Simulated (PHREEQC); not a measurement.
# Acid mine or pickling water (model solution)

Model water analysis in mmol/kgw, 16 °C, pH 2.1, pe 10.4: Na 105; K 5.8; Ca 1.3; Mg 4.59; Cl 41.7; S(6) 48.5; Si 1.5; Al 1.07; Br 0.329.

Valence states are taken as typed.

Model: ion-association model, wateq4f.dat, run in PHREEQC.

No solid was allowed to form.

**Question.** Predict the ionic strength, charge-balance error.

**Answer.** ionic strength 0.156 mol/kgw; charge-balance error 2.2 %.

**Question.** In which forms is Ca present?

**Answer.** Ca+2 60 %, CaSO4 38 %, CaHSO4+ 2.2 % of the Ca.

The solution is supersaturated, for example in Quartz (slow to form), Chalcedony (slow to form), so a real one may precipitate; this is no full list.
